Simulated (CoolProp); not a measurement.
Model: reference Helmholtz-energy equation of state, Younglove 1994, in CoolProp. It is a modified Benedict-Webb-Rubin equation, recast in Helmholtz form.

### Question
For R123, give the phase and the density (kg/m³), viscosity (µPa s), fugacity coefficient at -58.55 °C and 2460 kPa; 43.25 °C and 2460 kPa; 170.45 °C and 2460 kPa.

### Answer
- -58.55 °C and 2460 kPa: liquid; density 1670, viscosity 1380, fugacity coefficient 0.000419
- 43.25 °C and 2460 kPa: liquid; density 1420, viscosity 352, fugacity coefficient 0.0722
- 170.45 °C and 2460 kPa: gas; density 155, viscosity 17.8, fugacity coefficient 0.749

Viscosity comes from a separate model (Tanaka 1996).
